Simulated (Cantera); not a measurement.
A closed system holds: 1 mol CaCO3, 0.19 mol CO2, equilibrated at 1477 °C and 1.00 bar.

Method: chemical equilibrium by Gibbs-energy minimisation in Cantera with the NASA 1993 tables (ideal gas, pure condensed phases). Candidate condensed phases: C, Ca, CaCO3, CaO; 15 gas species. Kinetics and transport are ignored.

Base state: CO2 0.995, CO 0.00307, O2 0.00153 (mole fractions); condensed: CaO(s).

**Question.** What changes in the equilibrium state with this change: pressure from 1.00 bar to 0.190 bar?

**Answer.** 
| species | before | after |
|---|---|---|
| CO2 | 0.995 | 0.992 |
| CO | 0.00307 | 0.00533 |
| O2 | 0.00153 | 0.00266 |
| CaO(s), mol | 1.00 | 1.00 |
